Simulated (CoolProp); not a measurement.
A simple Rankine cycle with R114: condensing at 321.15 K, boiler at 1.96 MPa, turbine inlet 391.8 K, turbine efficiency 0.7, pump efficiency 0.6, no recuperator. Each further row changes one setting.

Model: reference Helmholtz-energy equation of state, Platzer 1990, in CoolProp. This equation is an older, rougher fit; its heat capacities, sound speeds and derivatives of the liquid may be far off and weren't checked against measurements.

```tsv
case	thermal efficiency (%)	net work (kJ/kg)	heat in (kJ/kg)	turbine exit temperature (K)	volume ratio over the turbine
as stated	8.8	13.3	152	346.9	5.82
turbine inlet 411.8 K	8.8	15.2	173	371.4	5.31
condensing temperature 313.15 K	9.8	15.6	160	342.5	7.31
boiler pressure 1.37 MPa	7.2	11.8	162	362.9	3.52
turbine efficiency 0.6	7.4	11.1	152	349.7	5.88
```
